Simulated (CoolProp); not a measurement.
Nitrous oxide along the isobar 8000 kPa: Z from the reference equation and from simpler models built on Tc = 309.5 K, pc = 7245 kPa, ω = 0.161; each cubic takes its own stable root.

Values from CoolProp's reference Helmholtz-energy equation of state, Lemmon 2006. It is a short technical equation, of lower accuracy than the large ones.

| T (K) | phase | reference | van der Waals | Redlich-Kwong | Soave-Redlich-Kwong | Peng-Robinson |
|---|---|---|---|---|---|---|
| 253.4 | liquid | 0.1635 | 0.2528 | ? | 0.1781 | 0.1575 |
| 272 | liquid | ? | 0.2530 | 0.1872 | 0.1827 | 0.1618 |
| 290.5 | liquid | 0.1719 | 0.2618 | 0.2014 | ? | 0.1753 |
| 309.1 | liquid | 0.2036 | 0.2976 | 0.2515 | 0.2511 | 0.2275 |
| 327.7 | supercritical | 0.5688 | 0.5634 | ? | 0.5854 | 0.5556 |
| 346.2 | supercritical | 0.6836 | 0.6700 | 0.6766 | 0.6976 | 0.6680 |
| 364.8 | supercritical | 0.7523 | 0.7325 | 0.7428 | 0.7659 | 0.7374 |
| 383.4 | supercritical | 0.8004 | 0.7766 | 0.7895 | 0.8142 | 0.7869 |
| 402 | supercritical | 0.8366 | 0.8101 | 0.8248 | 0.8506 | 0.8245 |
| 420.5 | supercritical | 0.8647 | 0.8365 | 0.8523 | 0.8788 | 0.8539 |
| 439.1 | supercritical | 0.8873 | 0.8581 | 0.8745 | ? | 0.8778 |
| 457.7 | supercritical | 0.9057 | ? | 0.8927 | 0.9201 | 0.8974 |

Q: Some entries are withheld; supply them.

A: 
- 253.4, Redlich-Kwong: 0.1824
- 272, reference: 0.1647
- 290.5, Soave-Redlich-Kwong: 0.1970
- 327.7, Redlich-Kwong: 0.5670
- 439.1, Soave-Redlich-Kwong: 0.9016
- 457.7, van der Waals: 0.8761
